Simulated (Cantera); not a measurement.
Input: 1 mol MgO, 5.1 mol Cl2, at 1000 K and 0.100 bar.

Cantera equilibrium calculation (NASA polynomials, part measured and part estimated; ideal gas, pure solids and liquids). Candidate condensed phases: Mg, MgCl2, MgO; 11 gas species. The numbers say what is thermodynamically allowed, not how fast it happens.

Base state: Cl2 0.989, O2 0.00819, MgCl2 0.00190, Cl 0.00122 (mole fractions); condensed: MgCl2(l) + MgO(s).

What changes in the equilibrium state with this change: MgO replaced by Al2O3?


```
species         before    after
-------------  -------  -------
Cl2              0.989    0.999
Cl             0.00122  0.00123
AlCl3                0  6.48e-5
O2             0.00819  4.85e-5
MgCl2          0.00190        0
MgCl2(l), mol   0.0734        0
MgO(s), mol      0.917        0
Al2O3(s), mol        0    1.000
```
Further candidate phases: Al, AlCl3, Al2O3.
